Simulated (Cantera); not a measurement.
A closed system holds: 1 mol Pb, 0.93 mol CO, 0.2 mol H₂, held at 773.15 K and 100 Torr.

Method: chemical equilibrium by Gibbs-energy minimisation in Cantera with the NASA 1993 tables (ideal gas, pure condensed phases). Candidate condensed phases: C, C₆H₆, C₇H₈, C₈H₁₈, H₂O, Pb, PbO, PbO₂, Pb₃O₄; 113 gas species. Equilibrium is a limit: real reactors are often held back by kinetics, nucleation or transport.

Base state: CO₂ 0.571, H₂ 0.157, CO 0.133, H₂O 0.132, CH₄ 0.00693 (mole fractions); condensed: C(graphite) + Pb(l).

Task: What changes in the equilibrium state with this change: H₂ from 0.2 to 0.12 mol?

Result: 
```csv
species,before,after
CO₂,0.571,0.660
CO,0.133,0.143
H₂,0.157,0.102
H₂O,0.132,0.0924
CH₄,0.00693,0.00295
"C(graphite), mol",0.460,0.448
"Pb(l), mol",1.00,1.00
```
